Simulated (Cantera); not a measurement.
Input: 1 mol MgF2, 13 mol H2, at 4100 Pa.

Method: chemical equilibrium by Gibbs-energy minimisation in Cantera with the NASA 1993 tables (ideal gas, pure condensed phases). Candidate condensed phases: Mg, MgF2; 17 gas species. The numbers say what is thermodynamically allowed, not how fast it happens.

Q: Which condensed phases are stable at each of these points (T (K)): 1198, 1298, 1398, 1498, 1598, 1698, 1798, 1898, 1998?

A: 
```json
[
 {"T (K)": "1198", "condensed phases": "MgF2(s)", "Mg condensed (%)": "100.0"},
 {"T (K)": "1298", "condensed phases": "MgF2(s)", "Mg condensed (%)": "99.8"},
 {"T (K)": "1398", "condensed phases": "MgF2(s)", "Mg condensed (%)": "99.0"},
 {"T (K)": "1498", "condensed phases": "MgF2(s)", "Mg condensed (%)": "95.3"},
 {"T (K)": "1598", "condensed phases": "MgF2(l)", "Mg condensed (%)": "81.5"},
 {"T (K)": "1698", "condensed phases": "MgF2(l)", "Mg condensed (%)": "37.2"},
 {"T (K)": "1798", "condensed phases": "gas only", "Mg condensed (%)": "0.0"},
 {"T (K)": "1898", "condensed phases": "gas only", "Mg condensed (%)": "0.0"},
 {"T (K)": "1998", "condensed phases": "gas only", "Mg condensed (%)": "0.0"}
]
```

From 1198 K to 1498 K the condensed part is MgF2(s). From 1598 K to 1698 K the condensed part is MgF2(l). From 1798 K to 1998 K nothing is condensed.
